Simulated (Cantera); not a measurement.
Input: 1 mol Si₂Cl₆, 3.1 mol H₂, equilibrated at 852 °C and 13300 Pa.

Method: chemical equilibrium by Gibbs-energy minimisation in Cantera with the NASA 1993 tables (ideal gas, pure condensed phases). Candidate condensed phases: Si; 19 gas species. The feed counts by its element totals alone. The tables' values for SiCl₃ are old estimates; treat these amounts as uncertain. Rates play no part.

Base state: H₂ 0.616, SiCl₄ 0.256, SiHCl₃ 0.0538, HCl 0.0508, SiCl₃ 0.0136, SiCl₂ 0.00889, SiH₂Cl₂ 0.00139 (mole fractions); condensed: Si(s).

**Question.** What changes in the equilibrium state with this change: Si₂Cl₆ replaced by SiH₂Cl₂?

**Answer.** 
| species | before | after |
|---|---|---|
| H₂ | 0.616 | 0.849 |
| SiCl₄ | 0.256 | 0.0719 |
| HCl | 0.0508 | 0.0435 |
| SiHCl₃ | 0.0538 | 0.0244 |
| SiCl₃ | 0.0136 | 0.00525 |
| SiCl₂ | 0.00889 | 0.00471 |
| SiH₂Cl₂ | 0.00139 | 0.00102 |
| SiH₃Cl | 9.59e-6 | 1.13e-5 |
| Si(s), mol | 0.457 | 0.503 |
